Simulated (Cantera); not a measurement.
Feed: 1 mol FeCl₃, 3.7 mol N₂, held at 1123.15 K and 4.70 Pa.

Method: chemical equilibrium by Gibbs-energy minimisation in Cantera with the NASA 1993 tables (ideal gas, pure condensed phases). Candidate condensed phases: Fe, FeCl₂, FeCl₃; 10 gas species. Kinetics and transport are ignored.

Base state: N₂ 0.694, FeCl₂ 0.170, Cl 0.0666, Cl₂ 0.0518, FeCl₃ 0.0174 (mole fractions); condensed: gas only.

Problem. What changes in the equilibrium state with this change: temperature from 1123.15 K to 1000 K?

Solution. 
```tsv
species	before	after
N₂	0.694	0.729
FeCl₂	0.170	0.134
FeCl₃	0.0174	0.0631
Cl	0.0666	0.0139
Cl₂	0.0518	0.0600
```

Problem. What changes in the equilibrium state with this change: FeCl₃ replaced by MgF₂?

Solution. 
| species | before | after |
|---|---|---|
| N₂ | 0.694 | 1.000 |
| MgF₂ | 0 | 4.76e-5 |
| FeCl₂ | 0.170 | 0 |
| Cl | 0.0666 | 0 |
| Cl₂ | 0.0518 | 0 |
| FeCl₃ | 0.0174 | 0 |
| MgF₂(s), mol | 0 | 1.000 |
Further candidate phases: Mg, MgF₂.

Problem. What changes in the equilibrium state with this change: temperature from 1123.15 K to 1375 K?

Solution. 
```tsv
species	before	after
N₂	0.694	0.651
FeCl₂	0.170	0.176
Cl	0.0666	0.170
Cl₂	0.0518	0.00250
FeCl₃	0.0174	0.000454
```
